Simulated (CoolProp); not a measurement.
The numbers come from the reference Helmholtz-energy equation of state, Lemmon 2006 in CoolProp. It is a short technical equation, of lower accuracy than the large ones.

Question: Give the vapour pressure (MPa), vapour density (kg/m³), vapour viscosity (µPa s) of saturated toluene at 537.3, 555.1 K.

Answer: 
```csv
T (K),p (MPa),vapour density (kg/m³),vapour viscosity (µPa s)
537.3,2.04,63.8,13.0
555.1,2.60,88.2,14.0
```

Viscosity comes from a separate model (Avgeri 2015).
